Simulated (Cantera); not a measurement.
A freely propagating, adiabatic, planar premixed flame of CH4 : O2 : N2 = 1 : 1.43 : 5.37 (molar parts), equivalence ratio 1.4, unburnt at 575 K and 13300 Pa; mixture-averaged transport, grid criteria slope 0.08 and curve 0.16, no radiation.

Cantera simulation using GRI-Mech 3.0 (53 species, 325 reactions); the numbers are that mechanism's predictions, not measurements. Burning velocities carry a grid error of a few per cent, more on coarse grids.

Question: What does this change do: inlet temperature 575 to 548 K?

Answer: 
| quantity | before | after |
|---|---|---|
| laminar burning velocity | 113 cm/s | 102 cm/s |
| thermal thickness | 2.51 mm | 2.58 mm |
| peak x(CH2O) | 0.00114 | 0.00112 |
| peak x(CH2CO) | 0.000244 | 0.000238 |

Question: What does this change do: inlet temperature 575 to 373 K?

Answer: 
```
quantity                    before      after
------------------------  --------  ---------
laminar burning velocity  113 cm/s  48.5 cm/s
thermal thickness          2.51 mm    3.18 mm
peak x(CH2O)               0.00114   0.000936
peak x(CH2CO)             0.000244   0.000207
```
